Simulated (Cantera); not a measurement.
## Hydrocarbon pyrolysis for carbon deposition

An isothermal, constant-pressure homogeneous reactor starts with C2H6 : H2 = 1 : 23 (molar parts), at 1400 K and 2670 Pa.

Detailed kinetics in Cantera: GRI-Mech 3.0 (53 species, 325 reactions). GRI-Mech 3.0 stops at C3 and has no aromatics, soot or wall deposition, so with more carbon than oxygen in the feed, carbon stays in small species such as C2H2 where larger ones or solid carbon would form. Radical loss at walls, strong at low pressure, is not modelled.

| t (s) | x C2H6 | x H2 | x CH3 | x C2H4 | x C2H2 | x H | x CH2 |
|---|---|---|---|---|---|---|---|
| 1.00e-6 | 0.0417 | 0.958 | 1.90e-6 | 1.76e-11 | <1e-12 | 1.80e-8 | <1e-12 |
| 4.92e-6 | 0.0417 | 0.958 | 9.03e-6 | 2.17e-9 | <1e-12 | 3.76e-7 | <1e-12 |
| 2.42e-5 | 0.0416 | 0.958 | 3.73e-5 | 6.24e-7 | 1.58e-12 | 5.94e-6 | 4.02e-11 |
| 0.000119 | 0.0414 | 0.958 | 9.95e-5 | 9.18e-5 | 8.58e-9 | 5.31e-5 | 2.39e-9 |
| 0.000585 | 0.0368 | 0.957 | 0.000469 | 0.00297 | 1.04e-5 | 0.000241 | 7.58e-8 |
| 0.00288 | 0.00630 | 0.943 | 0.000782 | 0.0172 | 0.00145 | 0.000625 | 2.78e-7 |
| 0.0141 | 4.66e-5 | 0.941 | 0.000123 | 0.0145 | 0.00707 | 0.000153 | 1.35e-8 |
| 0.0695 | 5.93e-6 | 0.941 | 2.97e-5 | 0.0103 | 0.0113 | 3.73e-5 | 8.49e-10 |
| 0.342 | 2.32e-6 | 0.941 | 1.70e-5 | 0.00528 | 0.0162 | 2.14e-5 | 2.80e-10 |
| 1.68 | 1.15e-6 | 0.942 | 1.88e-5 | 0.000627 | 0.0208 | 2.39e-5 | 3.39e-10 |
| 8.27 | 1.08e-6 | 0.942 | 1.87e-5 | 0.000457 | 0.0212 | 2.42e-5 | 3.42e-10 |
| 40.7 | 9.68e-7 | 0.943 | 1.75e-5 | 0.000482 | 0.0225 | 2.46e-5 | 3.26e-10 |
| 200 | 6.35e-7 | 0.948 | 1.35e-5 | 0.000565 | 0.0267 | 2.63e-5 | 2.67e-10 |
x: mole fraction; the columns are a selection and need not sum to one.

Equilibrium at this temperature and pressure: C2H6 3.37e-7, H2 0.955, CH3 7.38e-6, C2H4 0.000676, C2H2 0.0323, H 2.93e-5, CH2 1.63e-10 (gas phase only).
